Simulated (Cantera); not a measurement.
Input: 1 mol H2S, 0.22 mol H2, equilibrated at 82.0 bar.

Cantera equilibrium calculation (NASA polynomials, part measured and part estimated; ideal gas, pure solids and liquids). Candidate condensed phases: S; 7 gas species. The ideal-gas law is rough above about 30 bar. Equilibrium is a limit: real reactors are often held back by kinetics, nucleation or transport.

Problem. At 727 °C, list the 3 most abundant gas species with their mole fractions, and the condensed phases.

Solution. H2S 0.820, H2 0.180, S2 1.37e-5. Condensed: gas only.
